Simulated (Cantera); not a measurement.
An adiabatic, constant-pressure homogeneous reactor starts with C3H8 : O2 : N2 : CO2 = 1 : 2.27 : 8.55 : 3.3 (molar parts), at 1498 K and 13.8 atm.

Detailed kinetics in Cantera: GRI-Mech 3.0 (53 species, 325 reactions). GRI-Mech 3.0 was tuned for natural gas; its chemistry of propane as a main component is partial and can be far from experiment. The pressure lies above the range GRI-Mech 3.0 was tuned for (to about 10 atm).

One state of this run: T (K) = 2237; x C3H8 = 9.20e-12; x O2 = 8.51e-7; x CO2 = 0.110; x CH2 = 1.21e-6; x H2O = 0.152; x H2 = 0.0573; x NO2 = 1.89e-10. x: mole fraction; the columns are a selection and need not sum to one.

Which value of t (s) does it belong to?
(A) 0.0294
(B) 0.000242
(C) 1.36e-5
(D) 3.56e-5

B, 0.000242
